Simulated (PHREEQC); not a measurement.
Consider water at 25 °C with 0.089 mol Fe(NO3)3 per kg of water. Closed to the air; pH follows from the charge balance.

Equilibrium calculation in PHREEQC: ion-association model, phreeqc.dat.

No solid was allowed to form.

Task: Order these Fe species by the share of Fe that they hold, largest first: Fe2(OH)2+4, Fe3(OH)4+5, FeOH+2, Fe+3.

Result: Fe+3 (69 %), Fe2(OH)2+4 (21 %), FeOH+2 (8.3 %), Fe3(OH)4+5 (2.4 %)

The pH is 1.66 and the ionic strength 0.520 mol/kgw. Examples of supersaturated solids here: Hematite (slow to form), Goethite (slow to form). Others may be too.
